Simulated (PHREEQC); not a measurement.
# Brine

A solution holds 0.89 mol/kgw KCl and 0.11 mol/kgw MgSO4, at 25 °C. Closed to the air; pH follows from the charge balance.

Equilibrium calculation in PHREEQC: Pitzer model, pitzer.dat.

This is a speciation only: nothing precipitates in the calculation.

Question: Estimate the activity of water.

Answer: activity of water 0.969.
